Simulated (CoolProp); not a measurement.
CH2F2 (R32) along the isotherm 161.85 °C: density (kg/m³) from the reference equation and from simpler models built on Tc = 78.1 °C, pc = 5.783 MPa, ω = 0.277; each cubic takes its own stable root.

The numbers come from the reference Helmholtz-energy equation of state, Tillner-Roth 1997 in CoolProp.

```csv
p (MPa),phase,reference,van der Waals,Redlich-Kwong,Peng-Robinson
0.0457,gas,0.6583,0.6583,0.6583,0.6583
0.0867,gas,1.250,1.250,1.250,1.251
0.164,gas,2.371,2.371,2.371,2.371
0.311,gas,4.517,4.516,4.517,4.518
0.59,gas,8.644,8.642,8.647,8.650
1.12,gas,16.69,16.69,16.70,16.71
2.12,gas,32.65,32.68,32.70,32.71
4.02,gas,66.23,66.65,66.49,66.25
7.63,supercritical,145.2,151.6,146.9,143.1
14.5,supercritical,358.4,357.2,345.6,321.3
```
